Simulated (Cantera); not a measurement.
Feed: 1 mol Al, 0.055 mol O2, a varied amount of H2, held at 1773.15 K and 1.70 mbar.

Cantera equilibrium calculation (NASA polynomials, part measured and part estimated; ideal gas, pure solids and liquids). Candidate condensed phases: Al, Al2O3, H2O; 19 gas species. The numbers say what is thermodynamically allowed, not how fast it happens.

log p: log10 of the partial pressure in bar; nothing condenses.

| n(H2) (mol) | log p H2 | log p Al | log p Al2O | log p H | log p AlH | log p Al2 | log p AlOH |
|---|---|---|---|---|---|---|---|
| 3.2 | -2.88 | -3.50 | -4.34 | -4.99 | -5.25 | (withheld) | -8.14 |
| 6.6 | -2.83 | -3.76 | -4.60 | -4.96 | -5.48 | (withheld) | -8.11 |
| 14 | -2.80 | -4.06 | -4.90 | -4.95 | -5.77 | (withheld) | -8.10 |
| 28 | -2.79 | -4.35 | -5.19 | -4.94 | -6.05 | (withheld) | -8.09 |
| 59 | -2.78 | -4.66 | -5.51 | -4.93 | -6.36 | (withheld) | -8.09 |
| 120 | -2.78 | -4.97 | -5.82 | -4.93 | -6.67 | (withheld) | -8.09 |
| 250 | -2.77 | -5.29 | -6.14 | -4.93 | -6.98 | (withheld) | -8.10 |

Task: Complete the blanks.

Result: 
- 3.2, log p Al2: -6.93
- 6.6, log p Al2: -7.46
- 14, log p Al2: -8.06
- 28, log p Al2: -8.63
- 59, log p Al2: -9.27
- 120, log p Al2: -9.88
- 250, log p Al2: -10.51
